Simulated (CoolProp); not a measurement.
Model: reference Helmholtz-energy equation of state, Lemmon 2006, in CoolProp. It is a short technical equation, of lower accuracy than the large ones.

For C3F8 (R218), give the phase and the cv (kJ/(kg K)), speed of sound (m/s), Prandtl number at 440 K and 9.9 MPa.


- 440 K and 9.9 MPa: supercritical; cv 0.962, speed of sound 153, Prandtl number 1.66

Viscosity comes from a separate model (Huber 2003), an estimate that may be off by 10 % or more. Thermal conductivity comes from a separate model (Huber 2003), an estimate that may be off by 10 % or more.
